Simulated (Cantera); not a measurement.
# B2O3 + NH3 + H2 (boron, boron nitride and boron oxide)

Feed: 1 mol B2O3, 1.5 mol NH3, 4.7 mol H2, equilibrated at 1698 K.

These are equilibrium values from Cantera (NASA tables, ideal gas, pure condensed phases), not measurements of a reactor. Candidate condensed phases: B, BN, B2O3, B3O3H3, H2O; 39 gas species. Mutual solubility and eutectic melting of coexisting phases are not modelled. Gases not in the tables: H3BO3. The numbers say what is thermodynamically allowed, not how fast it happens.

From 0.0750 Torr to 7.50 Torr nothing is condensed. From 24.0 Torr to 75.0 Torr the condensed part is B2O3(l). From 240 Torr to 750 Torr the condensed part is BN(s) + B2O3(l).

```
P (Pa)  log p H2  log p N2  log p B2O3  log p HBO2  log p HBO  log p H  n B2O3(l)  n BN(s)
------  --------  --------  ----------  ----------  ---------  -------  ---------  -------
10         -4.13     -5.07       -5.18       -5.34      -5.54    -5.90          0        0
32         -3.62     -4.56       -4.66       -4.84      -5.01    -5.65          0        0
100        -3.12     -4.07       -4.16       -4.36      -4.50    -5.40          0        0
320        -2.62     -3.56       -3.65       -3.85      -3.99    -5.15          0        0
1000       -2.12     -3.06       -3.16       -3.36      -3.49    -4.90          0        0
3200       -1.57     -2.53       -3.12       -3.11      -3.16    -4.63      0.597        0
10000      -1.06     -2.02       -3.12       -2.88      -2.87    -4.37      0.827        0
32000      -0.55     -1.51       -3.12       -2.55      -2.69    -4.11      0.913   0.0154
100000     -0.05     -1.02       -3.12       -2.22      -2.52    -3.86      0.947   0.0227
```
log p: log10 of the partial pressure in bar; n: condensed amount in mol.
